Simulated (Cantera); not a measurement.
Feed: 1 mol Si3N4, 0.38 mol O2, 6.1 mol N2, at 0.0100 bar.

Cantera equilibrium calculation (NASA polynomials, part measured and part estimated; ideal gas, pure solids and liquids). Candidate condensed phases: Si, SiO2, Si2N2O, Si3N4; 16 gas species. The tables' values for SiN are old estimates; treat these amounts as uncertain. Kinetics and transport are ignored. All values below are at 1875 K.

Base state: N2 0.913, SiO 0.0857, Si 0.000906, Si2N 4.60e-5, SiN 3.10e-5 (mole fractions); condensed: Si(l).

Question: What changes in the equilibrium state with this change: pressure from 0.0100 bar to 0.133 bar?

Answer: 
```csv
species,before,after
N2,0.913,0.995
SiO,0.0857,0.00458
Si,0.000906,2.43e-5
Si2N,4.60e-5,1.69e-6
SiN,3.10e-5,3.17e-6
"Si(l), mol",2.23,0
"Si2N2O(s), mol",0,0.731
"Si3N4(s), mol",0,0.503
```
Mutual solubility and eutectic melting of coexisting phases are not modelled.

Question: What changes in the equilibrium state with this change: pressure from 0.0100 bar to 0.00310 bar?

Answer: 
```tsv
species	before	after
N2	0.913	0.911
SiO	0.0857	0.0855
Si	0.000906	0.00292
Si2	6.80e-6	2.19e-5
Si2N	4.60e-5	8.25e-5
Si(l), mol	2.23	2.21
```
